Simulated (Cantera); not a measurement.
A Cantera script and what it prints.

```python
import numpy as np
import cantera as ct

gas_names = """
    H HNO HNO2 HNO3 HO2 H2 H2O H2O2 N NH NH2 NH3 NH2OH NO NO2 NO3 N2 N2H2 N2H4 N2O O OH O2 O3 Si SiH
    SiH2 SiH3 SiH4 SiN SiO SiO2 Si2 Si2N Si3
""".split()
cond_names = """
    H2O(s) H2O(L) Si(cr) Si(L) SiO2(Lqz) SiO2(hqz) SiO2(L) Si2N2O(s) Si3N4(a)
""".split()


# ... load() reads the species with a 1 bar reference pressure and builds the phases ...
atoms = {
    'Si3N4': {'Si': 3, 'N': 4},
    'N2O': {'N': 2, 'O': 1},
    'H2': {'H': 2},
}
top_T = {'Si2N2O(s)': 2100, 'Si3N4(a)': 2400}  # K; cautious upper limits of use, not melting points


# ... equilibrate(T, P, feed) seeds the gas with the atoms and calls Mixture.equilibrate('TP', solver="vcs", rtol=1e-11, max_steps=5000) ...
results = []
feed = {'Si3N4': 1, 'N2O': 0.02, 'H2': 79}  # mol
T = 1473  # K
P = 370  # Pa
mix = equilibrate(T, P, feed)
results.append((T, P, feed, dict(zip(mix.species_names, mix.species_moles))))
x = sorted(zip(gas.X, gas.species_names), reverse=True)
print(f"T = {T:g} K  P = {P:g} Pa  gas = {mix.phase_moles(0):.4g} mol")
print("   x: " + "  ".join(f"{s} {v:.3e}" for v, s in x if v > 0.0001))
print("   condensed (mol): " + ("  ".join(f"{mix.phase(i).name} {mix.phase_moles(i):.4g}"
      for i in range(1, mix.n_phases) if mix.phase_moles(i) > 1e-12) or "none"))
```

It prints:

```
T = 1473 K  P = 370 Pa  gas = 79.61 mol
   x: H2 9.922e-01  N2 7.456e-03  H 2.072e-04  SiO 1.199e-04
   condensed (mol): Si(cr) 0.8453  Si2N2O(s) 0.01046  Si3N4(a) 0.708
```

These are equilibrium values from Cantera (NASA tables, ideal gas, pure condensed phases), not measurements of a reactor. Mutual solubility and eutectic melting of coexisting phases are not modelled.
